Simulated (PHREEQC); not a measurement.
A solution holds 0.023 mol Na2HAsO4, 0.0006 mol HCl and 0.0025 mol CaCl2 per kg of water, at 15 °C. Closed to the air; pH follows from the charge balance.

The numbers come from PHREEQC with the ion-association model, wateq4f.dat.

This is a speciation only: nothing precipitates in the calculation.

Problem. What pH, ionic strength does the model give?

Solution. pH 8.44; ionic strength 0.0759 mol/kgw.

Problem. In which forms is As present?

Solution. HAsO4-2 97 %, H2AsO4- 2.8 % of the As.

Complexes and solids missing from the database can't appear. The database has no arsenate complexes of Ca.
